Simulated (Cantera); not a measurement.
Boron, boron nitride and boron oxide: BF3 + N2 + H2

A closed system holds: 1 mol BF3, 0.34 mol N2, 6.5 mol H2.

These are equilibrium values from Cantera (NASA tables, ideal gas, pure condensed phases), not measurements of a reactor. Candidate condensed phases: B, BN; 31 gas species. N2 is the only nitrogen source here; it is nearly inert below about 1500 K, so the nitride shown seldom forms there in practice. The tables' values for BF2 are old estimates. The numbers say what is thermodynamically allowed, not how fast it happens.

### Question
Map the stable condensed phases over T = 773, 923, 1073, 1223, 1373, 1523, 1673, 1823, 1973, 2123, 2273 K and P in Pa = 10, 37, 140, 520, 1900, 7200, 27000, 100000.

### Answer
```
T in K \ P in Pa
             10     37    140    520   1900   7200  27000 100000
   2273       A      A      A      A      A      A      A      A
   2123       A      A      A      A      A      A      A      A
   1973       A      A      A      A      A      A      A      A
   1823       A      A      A      A      A      A      B      B
   1673       A      A      A      A      B      B      B      B
   1523       A      B      B      B      B      B      B      B
   1373       B      B      B      B      B      B      B      B
   1223       B      B      B      B      B      B      B      B
   1073       B      B      B      B      B      B      B      B
    923       B      B      B      B      B      B      B      B
    773       B      B      B      B      B      B      B      B
```
A: gas only; B: BN.
